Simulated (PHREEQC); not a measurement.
## Nickel, zinc or cadmium bath: speciation

A solution holds 0.0013 mol/kgw Ni(NO3)2, 0.056 mol/kgw KCl and 0.11 mol/kgw H2SO4, at 50 °C. Closed to the air; pH follows from the charge balance.

Computed with PHREEQC (ion-association model, wateq4f.dat).

Precipitation was switched off in this run.

Question: What pH does the model give?

Answer: pH 1.00.

Question: In which forms is S present?

Answer: HSO4- 85 %, SO4-2 13 %, KSO4- 1.9 % of the S.

Species that the database lacks are ignored. Constants without temperature data keep their 25 °C values here.
